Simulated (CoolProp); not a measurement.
Saturation properties of n-pentane (Tc = 469.7 K, pc = 3.368 MPa, ω = 0.251).

Model: reference Helmholtz-energy equation of state, Thol 2019, in CoolProp.

| T (K) | p (MPa) | liquid cp (kJ/(kg K)) | vapour Z |
|---|---|---|---|
| 271.3 | 0.02246 | 2.202 | 0.9852 |
| 281.1 | 0.03471 | 2.242 | [?] |
| 290.9 | 0.05182 | 2.284 | 0.9728 |
| 300.7 | 0.07507 | [?] | [?] |
| 310.6 | 0.1062 | 2.375 | [?] |
| 320.4 | 0.1462 | [?] | 0.9429 |
| 330.2 | 0.1970 | [?] | 0.9296 |
| 340 | 0.2602 | 2.529 | 0.9145 |

Task: Fill in the missing entries.

Result: 
- 281.1, vapour Z: 0.9797
- 300.7, liquid cp (kJ/(kg K)): 2.328
- 300.7, vapour Z: 0.9644
- 310.6, vapour Z: 0.9545
- 320.4, liquid cp (kJ/(kg K)): 2.424
- 330.2, liquid cp (kJ/(kg K)): 2.475

It boils at 309.2 K under 1 atm.
